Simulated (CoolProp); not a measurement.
Vapour-liquid equilibrium of R134a (1) + R227EA (2) at 294 K; x and y are mole fractions of (1).

Values from CoolProp's multi-fluid Helmholtz-energy mixture model, Tillner-Roth 1994 and Lemmon 2016; pair parameters Bell 2016.

```json
[
 {"x": "0.05", "bubble pressure (bar)": "4.122", "y at the bubble point": "0.074", "dew pressure at overall composition x (bar)": "4.080", "liquid density (mol/L)": "8.394"},
 {"x": "0.125", "bubble pressure (bar)": "4.302", "y at the bubble point": "0.177", "dew pressure at overall composition x (bar)": "4.209", "liquid density (mol/L)": "8.598"},
 {"x": "0.2", "bubble pressure (bar)": "4.476", "y at the bubble point": "0.271", "dew pressure at overall composition x (bar)": "4.344", "liquid density (mol/L)": "8.812"},
 {"x": "0.275", "bubble pressure (bar)": "4.641", "y at the bubble point": "0.357", "dew pressure at overall composition x (bar)": "4.484", "liquid density (mol/L)": "9.037"},
 {"x": "0.35", "bubble pressure (bar)": "4.799", "y at the bubble point": "0.437", "dew pressure at overall composition x (bar)": "4.628", "liquid density (mol/L)": "9.274"},
 {"x": "0.425", "bubble pressure (bar)": "4.950", "y at the bubble point": "0.511", "dew pressure at overall composition x (bar)": "4.776", "liquid density (mol/L)": "9.523"},
 {"x": "0.5", "bubble pressure (bar)": "5.093", "y at the bubble point": "0.582", "dew pressure at overall composition x (bar)": "4.927", "liquid density (mol/L)": "9.786"},
 {"x": "0.575", "bubble pressure (bar)": "5.230", "y at the bubble point": "0.649", "dew pressure at overall composition x (bar)": "5.080", "liquid density (mol/L)": "10.06"},
 {"x": "0.65", "bubble pressure (bar)": "5.359", "y at the bubble point": "0.713", "dew pressure at overall composition x (bar)": "5.232", "liquid density (mol/L)": "10.36"},
 {"x": "0.725", "bubble pressure (bar)": "5.481", "y at the bubble point": "0.776", "dew pressure at overall composition x (bar)": "5.382", "liquid density (mol/L)": "10.67"},
 {"x": "0.8", "bubble pressure (bar)": "5.596", "y at the bubble point": "0.837", "dew pressure at overall composition x (bar)": "5.526", "liquid density (mol/L)": "11.00"},
 {"x": "0.875", "bubble pressure (bar)": "5.704", "y at the bubble point": "0.898", "dew pressure at overall composition x (bar)": "5.664", "liquid density (mol/L)": "11.35"},
 {"x": "0.95", "bubble pressure (bar)": "5.805", "y at the bubble point": "0.959", "dew pressure at overall composition x (bar)": "5.791", "liquid density (mol/L)": "11.72"}
]
```

No azeotrope shows between x = 0.05 and 0.95.

Pair parameters are fitted to limited data, so mixtures are less certain than the pure fluids.
